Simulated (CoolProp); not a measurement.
Aqueous methanol as a coolant, at 9 °C, 1 atm.

Model: Melinder's fits for secondary coolants, in CoolProp.

| mass % | freezing point (°C) | viscosity (mPa s) | density (kg/m³) | cp (kJ/(kg K)) | conductivity (W/(m K)) |
|---|---|---|---|---|---|
| 5.7 | -3.5 | 1.62 | 989.9 | 4.243 | 0.546 |
| 10.3 | -6.8 | 1.85 | 983.2 | 4.219 | 0.521 |
| 14.9 | -10.5 | 2.07 | 977.0 | 4.167 | 0.497 |
| 19.5 | -14.6 | 2.27 | 970.9 | 4.101 | 0.474 |
| 24.1 | -19.2 | 2.44 | 964.8 | 4.029 | 0.452 |
| 28.7 | -24.2 | 2.55 | 958.4 | 3.954 | 0.430 |
| 33.3 | -29.7 | 2.62 | 951.6 | 3.876 | 0.409 |
| 37.9 | -35.7 | 2.63 | 944.3 | 3.791 | 0.389 |
| 42.5 | -42.4 | 2.59 | 936.6 | 3.699 | 0.370 |
| 47.1 | -49.6 | 2.52 | 928.3 | 3.596 | 0.353 |
| 51.7 | -57.4 | 2.41 | 919.6 | 3.486 | 0.336 |
